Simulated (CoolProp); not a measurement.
Vapour-liquid equilibrium of CHF3 (R23) (1) + R134a (2) at 0.657 bar; x and y are mole fractions of (1).

Computed with CoolProp (multi-fluid Helmholtz-energy mixture model, Penoncello 2003 and Tillner-Roth 1994; pair parameters Bell 2016).

```csv
x,"bubble temperature, mixture model (°C)","bubble temperature, Raoult's law (°C)","y, mixture model","y, Raoult's law"
0.05,?,-45.2,0.405,0.441
0.2,-61.5,-62.7,?,0.838
0.35,-71.1,-72.0,?,0.932
0.5,-77.3,-78.0,0.963,0.967
0.65,-81.9,-82.3,?,0.984
0.8,?,-85.7,0.993,0.993
0.95,-88.4,-88.4,0.999,0.999
```

Q: Some entries are withheld; supply them.

A: 
- 0.05, bubble temperature, mixture model (°C): -44.3
- 0.2, y, mixture model: 0.818
- 0.35, y, mixture model: 0.923
- 0.65, y, mixture model: 0.982
- 0.8, bubble temperature, mixture model (°C): -85.5

The largest gap from Raoult's law is +1.2 K in bubble temperature, at x = 0.2. No azeotrope shows between x = 0.05 and 0.95.

Pair parameters are fitted to limited data, so mixtures are less certain than the pure fluids.
